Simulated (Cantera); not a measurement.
A closed system holds: 1 mol H2S, 2.3 mol O2, at 43.0 bar.

These are equilibrium values from Cantera (NASA tables, ideal gas, pure condensed phases), not measurements of a reactor. Candidate condensed phases: H2O, H2SO4, S; 19 gas species. The ideal-gas law is rough above about 30 bar. Kinetics and transport are ignored. All values below are at 2273 K.

Base state: H2O 0.354, SO2 0.354, O2 0.283, OH 0.00525, SO3 0.00354, O 0.000344, H2 0.000180, SO 0.000133 (mole fractions); condensed: gas only.

### Question
What changes in the equilibrium state with this change: O2 from 2.3 to 0.039 mol?

### Answer
```csv
species,before,after
H2,0.000180,0.367
H2S,2.18e-9,0.334
S2,<1e-9,0.204
SO2,0.354,0.000177
O2,0.283,1.89e-9
SH,9.82e-9,0.0333
H2O,0.354,0.0590
SO3,0.00354,<1e-9
S2O,<1e-9,0.000459
S,1.41e-8,0.00106
```
